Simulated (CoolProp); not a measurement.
The fluid at 481.92 K and 3.92 MPa flows at 1.5 m/s in a round tube of 10 mm bore and 45 µm roughness, fully developed (64/Re and Nu = 3.66 if laminar; Colebrook and Gnielinski if turbulent). The same conditions are run with several fluids, on thermodynamics alone (safety and materials aside).

Computed with CoolProp (reference Helmholtz-energy equation of state of each fluid (methanol: de Reuck 1993; propane: Lemmon 2009; R407C: Lemmon 2003; ammonia: Gao 2020; R22: Kamei 1995)). Blends and air are pseudo-pure fits.

```tsv
fluid	Reynolds number	Darcy friction factor	pressure drop (Pa/m)	heat-transfer coefficient (W/(m² K))	mass flow (kg/h)
methanol	44100	0.0316	159	1060	19.0
propane	52500	0.0313	175	869	21.1
R407C	65400	0.0309	327	701	39.8
ammonia	15600	0.0348	70.1	322	7.60
R22	63700	0.0310	330	582	40.2
```

Transport values come from each fluid's own correlations; those of R22 are estimates that may be off by 10 % or more.
